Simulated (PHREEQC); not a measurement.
Make-up at 85 °C: 1.2 mmol/kgw SrCl2, 0.095 mmol/kgw CO2 and 0.077 mmol/kgw NaCl. Closed to the air; pH follows from the charge balance.

Equilibrium calculation in PHREEQC: ion-association model, wateq4f.dat.

No solid was allowed to form.

Task: Order these C species by the share of C that they hold, largest first: SrHCO3+, HCO3-, CO2.

Result: CO2 (93 %), HCO3- (6.7 %), SrHCO3+ (0.71 %)

The pH is 5.18 and the ionic strength 0.00368 mol/kgw. Away from 25 °C the constants follow the database's enthalpies or fits; those with neither stay at their 25 °C values.
